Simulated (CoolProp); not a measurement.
Vapour-liquid equilibrium of n-octane (1) + m-xylene (2) at 0.00229 MPa; x and y are mole fractions of (1).

Model: multi-fluid Helmholtz-energy mixture model, Beckmüller 2019 and Zhou 2012; pair parameters Bell 2016, in CoolProp.

| x | bubble temperature (K) | y at the bubble point | dew temperature at overall composition x (K) | liquid density (mol/L) |
|---|---|---|---|---|
| 0.05 | 310.4 | 0.089 | 310.7 | 7.877 |
| 0.125 | 309.3 | 0.206 | 310.1 | 7.707 |
| 0.2 | 308.3 | 0.309 | 309.4 | 7.543 |
| 0.275 | 307.4 | 0.399 | 308.7 | 7.385 |
| 0.35 | 306.6 | 0.481 | 307.9 | 7.231 |
| 0.425 | 305.9 | 0.555 | 307.2 | 7.082 |
| 0.5 | 305.2 | 0.624 | 306.5 | 6.938 |
| 0.575 | 304.6 | 0.687 | 305.7 | 6.799 |
| 0.65 | 304.0 | 0.747 | 305.0 | 6.664 |
| 0.725 | 303.5 | 0.805 | 304.3 | 6.534 |
| 0.8 | 303.0 | 0.860 | 303.5 | 6.407 |
| 0.875 | 302.5 | 0.913 | 302.9 | 6.285 |
| 0.95 | 302.1 | 0.965 | 302.2 | 6.166 |

No azeotrope shows between x = 0.05 and 0.95.

The pair parameters rest on a limited set of measurements; away from them the model extrapolates.
